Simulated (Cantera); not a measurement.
# Equilibrium for abatement and gas-phase synthesis: CO2 + O2

A closed system holds: 1 mol CO2, 1.3 mol O2, held at 2725 K and 0.000330 bar.

Equilibrium computed with Cantera from the NASA thermochemical tables; the gas is ideal and each condensed phase is pure. Candidate condensed phases: C; 12 gas species. Rates play no part.

```
Item                                       Result
--------------------------------------  ---------
x(O)                                        0.668
x(CO)                                       0.228
x(O2)                                      0.0917
x(CO2)                                     0.0114
gas amount                              4.170 mol
log10 activity of C(graphite) (absent)      -8.49
```
